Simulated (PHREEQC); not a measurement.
Solution (20 °C): 3.8e-05 mol HF and 0.00013 mol NH4HF2 per kg of water. Closed to the air; pH follows from the charge balance.

Computed with PHREEQC (ion-association model, phreeqc.dat).

* **pH**: 3.91
* **ionic strength**: 0.000255 mol/kgw
* **total alkalinity**: -0.168 meq/kg

```csv
species,molality,activity,log γ
F-,0.000255,0.000251,-0.008
NH4+,0.000130,0.000128,-0.008
H+,0.000125,0.000123,-0.008
HF,4.24e-5,4.24e-5,0.000
HF2-,3.99e-8,3.92e-8,-0.008
```

This is a speciation only: nothing precipitates in the calculation. Species that the database lacks are ignored.
